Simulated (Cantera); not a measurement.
Feed: 1 mol FeCl₂, 0.19 mol H₂O, 0.17 mol N₂, held at 527 °C and 13000 Pa.

Method: chemical equilibrium by Gibbs-energy minimisation in Cantera with the NASA 1993 tables (ideal gas, pure condensed phases). Candidate condensed phases: Fe, FeCl₂, FeCl₃, FeO, Fe(OH)₂, Fe(OH)₃, Fe₂O₃, Fe₃O₄, H₂O, NH₄Cl; 37 gas species. Condensed phases not in the tables: FeOCl. Rates play no part.

Base state: N₂ 0.414, H₂O 0.300, HCl 0.244, H₂ 0.0407, FeCl₂ 0.000723, Fe₂Cl₄ 5.85e-5 (mole fractions); condensed: FeCl₂(s) + Fe₃O₄(s).

Task: What changes in the equilibrium state with this change: temperature from 527 °C to 1777 °C?

Result: 
```
species          before     after
-------------  --------  --------
FeCl₂          0.000723     0.627
HCl               0.244     0.193
N₂                0.414     0.124
H₂O               0.300    0.0361
Cl                <1e-9    0.0118
H₂               0.0407   0.00578
H                 <1e-9  0.000478
Fe                <1e-9  0.000367
OH                <1e-9  0.000327
FeCl              <1e-9  0.000109
NO                <1e-9   5.48e-5
FeCl₂(s), mol     0.950         0
Fe₃O₄(s), mol    0.0167         0
FeO(l), mol           0     0.140
```
The tables' stoichiometric FeO is somewhat more stable than real wüstite, so its field is too wide. FeO: taken at fixed stoichiometry.
